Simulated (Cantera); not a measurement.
An isothermal, constant-pressure homogeneous reactor starts with CO : O2 : H2O : N2 = 0.0049 : 0.099 : 0.011 : 1 (molar parts), at 1200 K and 750 Torr.

Detailed kinetics in Cantera: GRI-Mech 3.0 (53 species, 325 reactions).

x: mole fraction; the columns are a selection and need not sum to one.

```json
[
 {"t (s)": "0.000200", "x CO": "0.00440", "x O2": "0.0888", "x H2O": "0.00987", "x O": "3.90e-9", "x HO2": "2.36e-10", "x NO": "<1e-12"},
 {"t (s)": "0.000462", "x CO": "0.00439", "x O2": "0.0888", "x H2O": "0.00987", "x O": "[?]", "x HO2": "[?]", "x NO": "<1e-12"},
 {"t (s)": "0.00107", "x CO": "0.00439", "x O2": "0.0888", "x H2O": "0.00987", "x O": "1.27e-7", "x HO2": "3.68e-8", "x NO": "<1e-12"},
 {"t (s)": "0.00247", "x CO": "0.00436", "x O2": "0.0888", "x H2O": "0.00986", "x O": "1.62e-5", "x HO2": "3.08e-6", "x NO": "2.08e-12"},
 {"t (s)": "0.00570", "x CO": "0.00260", "x O2": "0.0879", "x H2O": "0.00982", "x O": "0.000108", "x HO2": "5.87e-6", "x NO": "3.67e-9"},
 {"t (s)": "0.0132", "x CO": "0.000895", "x O2": "0.0872", "x H2O": "0.00986", "x O": "3.72e-5", "x HO2": "3.03e-6", "x NO": "9.53e-9"},
 {"t (s)": "0.0304", "x CO": "0.000218", "x O2": "0.0869", "x H2O": "0.00987", "x O": "9.13e-6", "x HO2": "1.06e-6", "x NO": "1.38e-8"},
 {"t (s)": "0.0702", "x CO": "4.08e-5", "x O2": "0.0868", "x H2O": "0.00988", "x O": "1.81e-6", "x HO2": "2.52e-7", "x NO": "1.63e-8"},
 {"t (s)": "0.162", "x CO": "6.54e-6", "x O2": "0.0868", "x H2O": "0.00989", "x O": "3.44e-7", "x HO2": "4.89e-8", "x NO": "1.76e-8"},
 {"t (s)": "0.375", "x CO": "[?]", "x O2": "0.0868", "x H2O": "0.00989", "x O": "[?]", "x HO2": "[?]", "x NO": "1.84e-8"},
 {"t (s)": "0.866", "x CO": "9.77e-8", "x O2": "0.0868", "x H2O": "0.00989", "x O": "2.00e-8", "x HO2": "3.05e-9", "x NO": "1.88e-8"},
 {"t (s)": "2.00", "x CO": "4.50e-9", "x O2": "0.0868", "x H2O": "0.00989", "x O": "9.96e-9", "x HO2": "2.25e-9", "x NO": "1.90e-8"}
]
```

Fill in the missing entries.


- 0.000462, x O: 1.31e-8
- 0.000462, x HO2: 2.10e-9
- 0.375, x CO: 9.19e-7
- 0.375, x O: 7.26e-8
- 0.375, x HO2: 9.62e-9
